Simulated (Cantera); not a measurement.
Input (Python, Cantera):

```python
import numpy as np
import cantera as ct

gas = ct.Solution("SiF4_NH3_mec.yaml", "gas")
gas.TPX = 2248, 13332, {'NH3': 1, 'H2': 2.4, 'N2': 0.31}
inlet = ct.Reservoir(gas, clone=True)

reactor = ct.IdealGasConstPressureReactor(gas, energy="off", clone=False)
exhaust = ct.Reservoir(gas, clone=True)
tau = [7.6, 2.7, 0.95, 0.34, 0.12, 0.042, 0.015, 0.0053, 0.0019, 0.00066, 0.00023][0]
for a, b in ((inlet, reactor), (reactor, exhaust)):
    ct.MassFlowController(a, b, mdot=lambda t: reactor.mass / tau)
net = ct.ReactorNet([reactor])
show = ['NH3', 'H2', 'H', 'N2H4', 'NH2', 'N', 'N2H2']

rows = []
print(f"{'tau/s':>10s}{'T/K':>9s}" + "".join(f"{s:>11s}" for s in show))
for tau in [7.6, 2.7, 0.95, 0.34, 0.12, 0.042, 0.015, 0.0053, 0.0019, 0.00066, 0.00023]:
    net.initial_time = 0.0
    net.advance(30 * tau)
    before = gas.X
    net.advance(40 * tau)
    drift = np.max(np.abs(gas.X - before) / (gas.X + 1e-9))
    rows.append([gas.T, *gas[show].X, drift])
    print(f"{tau:10.3e}{gas.T:9.1f}" + "".join(f"{x:11.3e}" for x in gas[show].X))
```

Output:

```
     tau/s      T/K        NH3         H2          H       N2H4        NH2          N       N2H2
 7.600e+00   2248.0  2.429e-04  8.122e-01  1.707e-02  2.614e-12  1.596e-05  8.639e-06  2.871e-09
 2.700e+00   2248.0  5.287e-04  8.140e-01  1.490e-02  9.405e-12  3.025e-05  1.240e-05  9.454e-09
 9.500e-01   2248.0  2.188e-03  8.182e-01  9.128e-03  6.006e-11  7.628e-05  1.154e-05  4.289e-08
 3.400e-01   2248.0  1.298e-02  8.153e-01  4.263e-03  4.664e-10  2.122e-04  6.958e-06  1.867e-07
 1.200e-01   2248.0  4.216e-02  7.970e-01  2.663e-03  2.012e-09  4.404e-04  5.761e-06  5.667e-07
 4.200e-02   2248.0  9.765e-02  7.602e-01  1.897e-03  6.015e-09  7.614e-04  5.362e-06  1.365e-06
 1.500e-02   2248.0  1.669e-01  7.139e-01  1.484e-03  1.218e-08  1.083e-03  5.090e-06  2.452e-06
 5.300e-03   2248.0  2.222e-01  6.768e-01  1.264e-03  1.742e-08  1.295e-03  4.772e-06  3.295e-06
 1.900e-03   2248.0  2.512e-01  6.573e-01  1.136e-03  1.903e-08  1.354e-03  4.219e-06  3.440e-06
 6.600e-04   2248.0  2.636e-01  6.492e-01  9.795e-04  1.600e-08  1.241e-03  2.981e-06  2.652e-06
 2.300e-04   2248.0  2.679e-01  6.469e-01  6.688e-04  7.771e-09  8.652e-04  1.014e-06  1.011e-06
```

Model: the gas-phase N/H chemistry of the illustrative SiF4/NH3 mechanism in the Surface Chemkin manual (1991), integrated in Cantera. Walls and surfaces, which speed up NH3 decomposition in real reactors, are not modelled.
